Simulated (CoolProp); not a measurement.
Vapour pressure (MPa) of dimethyl ether: the reference equation beside estimates from Tc = 127.2 °C, pc = 5.337 MPa, ω = 0.196. Clausius-Clapeyron is anchored at 50.15 °C with a constant enthalpy of vaporisation of 16.55 kJ/mol.

The numbers come from the reference Helmholtz-energy equation of state, Wu 2011 in CoolProp.

```json
[
 {"T (°C)": "8.95", "reference": "0.3608", "Lee-Kesler": "0.3611", "Clausius-Clapeyron": "0.4672", "van der Waals": "1.106", "Redlich-Kwong": "0.4929", "Soave-Redlich-Kwong": "0.3610", "Peng-Robinson": "0.3597"},
 {"T (°C)": "15.75", "reference": "0.4478", "Lee-Kesler": "0.4489", "Clausius-Clapeyron": "0.5516", "van der Waals": "1.247", "Redlich-Kwong": "0.5998", "Soave-Redlich-Kwong": "0.4489", "Peng-Robinson": "0.4462"},
 {"T (°C)": "22.65", "reference": "0.5512", "Lee-Kesler": "0.5534", "Clausius-Clapeyron": "0.6478", "van der Waals": "1.401", "Redlich-Kwong": "0.7241", "Soave-Redlich-Kwong": "0.5537", "Peng-Robinson": "0.5494"},
 {"T (°C)": "29.55", "reference": "0.6716", "Lee-Kesler": "0.6749", "Clausius-Clapeyron": "0.7551", "van der Waals": "1.567", "Redlich-Kwong": "0.8656", "Soave-Redlich-Kwong": "0.6760", "Peng-Robinson": "0.6697"},
 {"T (°C)": "36.35", "reference": "0.8083", "Lee-Kesler": "0.8129", "Clausius-Clapeyron": "0.8725", "van der Waals": "1.742", "Redlich-Kwong": "1.023", "Soave-Redlich-Kwong": "?", "Peng-Robinson": "0.8067"},
 {"T (°C)": "43.25", "reference": "0.9672", "Lee-Kesler": "0.9730", "Clausius-Clapeyron": "1.004", "van der Waals": "1.933", "Redlich-Kwong": "1.202", "Soave-Redlich-Kwong": "0.9773", "Peng-Robinson": "0.9662"},
 {"T (°C)": "50.15", "reference": "1.148", "Lee-Kesler": "1.155", "Clausius-Clapeyron": "1.148", "van der Waals": "2.136", "Redlich-Kwong": "1.402", "Soave-Redlich-Kwong": "1.162", "Peng-Robinson": "1.148"},
 {"T (°C)": "57.05", "reference": "1.353", "Lee-Kesler": "1.361", "Clausius-Clapeyron": "1.306", "van der Waals": "2.352", "Redlich-Kwong": "1.623", "Soave-Redlich-Kwong": "1.371", "Peng-Robinson": "1.355"},
 {"T (°C)": "63.85", "reference": "1.579", "Lee-Kesler": "1.588", "Clausius-Clapeyron": "1.474", "van der Waals": "2.577", "Redlich-Kwong": "?", "Soave-Redlich-Kwong": "1.603", "Peng-Robinson": "1.584"},
 {"T (°C)": "70.75", "reference": "1.837", "Lee-Kesler": "1.847", "Clausius-Clapeyron": "1.660", "van der Waals": "2.820", "Redlich-Kwong": "2.131", "Soave-Redlich-Kwong": "1.867", "Peng-Robinson": "?"},
 {"T (°C)": "77.65", "reference": "2.124", "Lee-Kesler": "2.135", "Clausius-Clapeyron": "1.860", "van der Waals": "3.076", "Redlich-Kwong": "2.424", "Soave-Redlich-Kwong": "2.161", "Peng-Robinson": "2.136"},
 {"T (°C)": "84.45", "reference": "2.439", "Lee-Kesler": "2.450", "Clausius-Clapeyron": "2.072", "van der Waals": "3.342", "Redlich-Kwong": "2.737", "Soave-Redlich-Kwong": "2.481", "Peng-Robinson": "2.455"},
 {"T (°C)": "91.35", "reference": "2.793", "Lee-Kesler": "2.804", "Clausius-Clapeyron": "2.302", "van der Waals": "3.626", "Redlich-Kwong": "3.081", "Soave-Redlich-Kwong": "2.841", "Peng-Robinson": "2.813"},
 {"T (°C)": "98.25", "reference": "3.184", "Lee-Kesler": "3.196", "Clausius-Clapeyron": "2.548", "van der Waals": "3.924", "Redlich-Kwong": "3.453", "Soave-Redlich-Kwong": "3.236", "Peng-Robinson": "3.209"},
 {"T (°C)": "105.15", "reference": "3.616", "Lee-Kesler": "3.628", "Clausius-Clapeyron": "2.809", "van der Waals": "4.237", "Redlich-Kwong": "3.854", "Soave-Redlich-Kwong": "3.670", "Peng-Robinson": "3.645"}
]
```

**Question.** What belongs in the gaps?

**Answer.** 
- 36.35, Soave-Redlich-Kwong: 0.8153
- 63.85, Redlich-Kwong: 1.864
- 70.75, Peng-Robinson: 1.844

Absolute difference from the reference over all 15 rows, mean and median: Lee-Kesler 0.5 and 0.5 %, Clausius-Clapeyron 13.4 and 12.4 %, van der Waals 87.8 and 73.8 %, Redlich-Kwong 20.6 and 20.0 %, Soave-Redlich-Kwong 1.2 and 1.3 %, Peng-Robinson 0.4 and 0.3 %.
